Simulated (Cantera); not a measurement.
A perfectly stirred reactor is fed with NH₃ : H₂ = 1 : 0.49 (molar parts), at 0.987 atm; it is held at 1550 K, and followed from long to short residence time.

Detailed kinetics in Cantera: the gas-phase N/H chemistry of the illustrative SiF4/NH3 mechanism in the Surface Chemkin manual (1991). Walls and surfaces, which speed up NH3 decomposition in real reactors, are not modelled.

Problem. What does this change do: H2 0.49 to 0.062 parts?

Solution. 
| quantity | before | after |
|---|---|---|
| x(NH₃) at τ = 4.50 s | 0.552 | 0.712 |
| x(H₂) at τ = 4.50 s | 0.412 | 0.229 |
| x(NH₂) at τ = 4.50 s | 3.92e-5 | 5.06e-5 |
| x(NH) at τ = 4.50 s | 1.00e-7 | 1.27e-7 |
| x(H) at τ = 4.50 s | 1.27e-5 | 7.09e-6 |
| x(NH₃) at τ = 0.110 s | 0.667 | 0.933 |
| x(H₂) at τ = 0.110 s | 0.332 | 0.0648 |
| x(NH₂) at τ = 0.110 s | 4.57e-5 | 6.35e-5 |
| x(NH) at τ = 0.110 s | 1.12e-7 | 1.38e-7 |
| x(H) at τ = 0.110 s | 9.91e-6 | 1.93e-6 |

Problem. What does this change do: pressure from 0.987 atm to 0.0138 atm?

Solution. 
```json
[
 {"quantity": "x(NH₃) at τ = 4.50 s", "before": "0.552", "after": "0.661"},
 {"quantity": "x(H₂) at τ = 4.50 s", "before": "0.412", "after": "0.336"},
 {"quantity": "x(NH₂) at τ = 4.50 s", "before": "3.92e-5", "after": "8.97e-5"},
 {"quantity": "x(NH) at τ = 4.50 s", "before": "1.00e-7", "after": "4.25e-7"},
 {"quantity": "x(H) at τ = 4.50 s", "before": "1.27e-5", "after": "1.99e-5"},
 {"quantity": "x(NH₃) at τ = 0.110 s", "before": "0.667", "after": "0.671"},
 {"quantity": "x(H₂) at τ = 0.110 s", "before": "0.332", "after": "0.329"},
 {"quantity": "x(NH₂) at τ = 0.110 s", "before": "4.57e-5", "after": "3.03e-5"},
 {"quantity": "x(NH) at τ = 0.110 s", "before": "1.12e-7", "after": "4.94e-8"},
 {"quantity": "x(H) at τ = 0.110 s", "before": "9.91e-6", "after": "6.47e-6"}
]
```
